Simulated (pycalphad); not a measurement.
CALPHAD calculation (pycalphad, COST 507 light-alloy database (1999)), 1 atm. The data set is of 1999 and partly superseded.

### Question
How does the equilibrium phase assembly of Si-9.9Al (at.%) change on cooling from 1850 K to 500 K?

### Answer
```tsv
T (K)	phases above	phases below
1638.7	liquid	diamond (Si) + liquid
850.1	diamond (Si) + liquid	diamond (Si) + fcc
```
Changes were sought between steps of 25 K, so a narrower field can be missed.
